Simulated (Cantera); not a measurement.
# Hydrocarbon pyrolysis for carbon deposition

A perfectly stirred reactor is fed with CH₄ : N₂ = 1 : 2.3 (molar parts), at 760 Torr; it is held at 1723 K, and followed from long to short residence time.

Computed with Cantera and GRI-Mech 3.0 (53 species, 325 reactions). GRI-Mech 3.0 stops at C3 and has no aromatics, soot or wall deposition, so with more carbon than oxygen in the feed, carbon stays in small species such as C2H2 where larger ones or solid carbon would form.

```csv
τ (s),x CH₄,x C₂H,x HCN,x H,x C₂H₄
0.60,0.0269,1.94e-7,9.99e-7,9.46e-5,0.00145
0.24,0.0418,1.79e-7,5.77e-7,8.74e-5,0.00143
0.094,0.0655,1.59e-7,3.20e-7,7.74e-5,0.00152
0.037,0.0997,1.32e-7,1.67e-7,6.51e-5,0.00192
0.015,0.142,1.03e-7,8.11e-8,5.15e-5,0.00290
0.0058,0.191,6.98e-8,3.33e-8,3.68e-5,0.00476
0.0023,0.235,3.86e-8,1.15e-8,2.34e-5,0.00665
0.00092,0.269,1.42e-8,2.79e-9,1.23e-5,0.00624
0.00036,0.291,2.52e-9,3.60e-10,4.72e-6,0.00281
```
x: mole fraction; the columns are a selection and need not sum to one.
